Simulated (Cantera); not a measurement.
Input: 1 mol SiO₂, 3.2 mol CH₄, 0.17 mol H₂, held at 1.00 bar.

These are equilibrium values from Cantera (NASA tables, ideal gas, pure condensed phases), not measurements of a reactor. Candidate condensed phases: C, C₆H₆, C₇H₈, C₈H₁₈, H₂O, Si, SiC, SiO₂; 123 gas species. Mutual solubility and eutectic melting of coexisting phases are not modelled. The tables hold silica as quartz up to 1696 K and as liquid above; real silica turns to tridymite and cristobalite and melts near 1996 K. Gases not in the tables: Si₂H₆ and higher silanes. The numbers say what is thermodynamically allowed, not how fast it happens.

### Question
Which condensed phases are stable at each of these points (T (K)): 1375, 1475, 1575, 1675, 1775, 1875, 1975, 2075, 2175, 2275, 2375, 2475, 2575?

### Answer
```csv
T (K),condensed phases,Si condensed (%)
1375,C(graphite) + SiC(s) + SiO₂(β-quartz),100.0
1475,C(graphite) + SiC(s) + SiO₂(β-quartz),100.0
1575,C(graphite) + SiC(s) + SiO₂(β-quartz),99.9
1675,C(graphite) + SiC(s),99.2
1775,C(graphite) + SiC(s),99.0
1875,C(graphite) + SiC(s),98.6
1975,C(graphite) + SiC(s),98.3
2075,C(graphite) + SiC(s),97.8
2175,C(graphite) + SiC(s),97.3
2275,C(graphite) + SiC(s),96.6
2375,C(graphite) + SiC(s),95.7
2475,C(graphite) + SiC(s),94.1
2575,C(graphite) + SiC(s),90.9
```

From 1375 K to 1575 K the condensed part is C(graphite) + SiC(s) + SiO₂(β-quartz). From 1675 K to 2575 K the condensed part is C(graphite) + SiC(s).
